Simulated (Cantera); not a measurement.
A closed system holds: 1 mol CuO, 1.3 mol HF, 41 mol H2, held at 0.100 bar.

Equilibrium computed with Cantera from the NASA thermochemical tables; the gas is ideal and each condensed phase is pure. Candidate condensed phases: Cu, CuF2, CuO, Cu(OH)2, Cu2O, H2O; 27 gas species. The numbers say what is thermodynamically allowed, not how fast it happens.

### Question
At 725 °C, list the 3 most abundant gas species with their mole fractions, and the condensed phases.

### Answer
H2 0.946, HF 0.0307, H2O 0.0236. Condensed: Cu(s).
